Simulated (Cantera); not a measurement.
A freely propagating, adiabatic, planar premixed flame of 2.56 % CH4, 1.23 % C2H6, 1.61 % C3H8, 19.9 % O2, 74.7 % N2, equivalence ratio 0.88, unburnt at 475 K and 2780 Torr; mixture-averaged transport, grid criteria slope 0.08 and curve 0.16, no radiation.

Detailed kinetics in Cantera: GRI-Mech 3.0 (53 species, 325 reactions). GRI-Mech 3.0 was tuned for natural gas; its chemistry of propane as a main component is partial and can be far from experiment. Burning velocities carry a grid error of a few per cent, more on coarse grids.

### Question
Predict: laminar burning velocity; thermal thickness; peak x(HCO); peak x(H2).

### Answer
```json
{
 "laminar_burning_velocity": "58.1 cm/s",
 "thermal_thickness": "0.123 mm",
 "peak x(HCO)": "3.71e-5",
 "peak x(H2)": "0.0113"
}
```
